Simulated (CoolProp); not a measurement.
Vapour-liquid equilibrium of CH3F (R41) (1) + chloromethane (R40) (2) at -30.25 °C; x and y are mole fractions of (1).

Model: multi-fluid Helmholtz-energy mixture model, Lemmon 2006 and Thol 2014; pair parameters Bell 2016, in CoolProp.

```csv
x,bubble pressure (MPa),y at the bubble point,dew pressure at overall composition x (MPa),liquid density (mol/L)
0.05,0.1176,0.372,0.08028,20.24
0.2,0.2388,0.727,0.09423,20.69
0.35,0.3538,0.841,0.1140,21.12
0.5,0.4614,0.899,0.1441,21.53
0.65,0.5637,0.937,0.1955,21.91
0.8,0.6653,0.965,0.3018,22.24
0.95,0.7739,0.991,0.6085,22.53
```

No azeotrope shows between x = 0.05 and 0.95.

Pair parameters are fitted to limited data, so mixtures are less certain than the pure fluids.
